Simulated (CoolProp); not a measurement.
Vapour-liquid equilibrium of n-heptane (1) + toluene (2) at 347.8 K; x and y are mole fractions of (1).

Model: multi-fluid Helmholtz-energy mixture model, Span 2003 and Lemmon 2006; pair parameters Bell 2016, in CoolProp.

```json
[
 {"x": "0.05", "bubble pressure, mixture model (bar)": "0.3399", "bubble pressure, Raoult's law (bar)": "0.3298", "y, mixture model": "0.098", "y, Raoult's law": "0.072"},
 {"x": "0.15", "bubble pressure, mixture model (bar)": "0.3694", "bubble pressure, Raoult's law (bar)": "0.3452", "y, mixture model": "0.249", "y, Raoult's law": "0.207"},
 {"x": "0.25", "bubble pressure, mixture model (bar)": "0.3927", "bubble pressure, Raoult's law (bar)": "0.3607", "y, mixture model": "0.365", "y, Raoult's law": "0.330"},
 {"x": "0.35", "bubble pressure, mixture model (bar)": "0.4114", "bubble pressure, Raoult's law (bar)": "0.3761", "y, mixture model": "0.461", "y, Raoult's law": "0.443"},
 {"x": "0.45", "bubble pressure, mixture model (bar)": "0.4270", "bubble pressure, Raoult's law (bar)": "0.3916", "y, mixture model": "0.547", "y, Raoult's law": "0.548"},
 {"x": "0.55", "bubble pressure, mixture model (bar)": "0.4400", "bubble pressure, Raoult's law (bar)": "0.4070", "y, mixture model": "0.628", "y, Raoult's law": "0.644"},
 {"x": "0.65", "bubble pressure, mixture model (bar)": "0.4510", "bubble pressure, Raoult's law (bar)": "0.4225", "y, mixture model": "0.707", "y, Raoult's law": "0.733"},
 {"x": "0.75", "bubble pressure, mixture model (bar)": "0.4602", "bubble pressure, Raoult's law (bar)": "0.4379", "y, mixture model": "0.787", "y, Raoult's law": "0.816"},
 {"x": "0.85", "bubble pressure, mixture model (bar)": "0.4678", "bubble pressure, Raoult's law (bar)": "0.4534", "y, mixture model": "0.869", "y, Raoult's law": "0.893"},
 {"x": "0.95", "bubble pressure, mixture model (bar)": "0.4740", "bubble pressure, Raoult's law (bar)": "0.4688", "y, mixture model": "0.955", "y, Raoult's law": "0.966"}
]
```

The largest gap from Raoult's law is +9.4 % in bubble pressure, at x = 0.35. No azeotrope shows between x = 0.05 and 0.95.

The pair parameters rest on a limited set of measurements; away from them the model extrapolates.
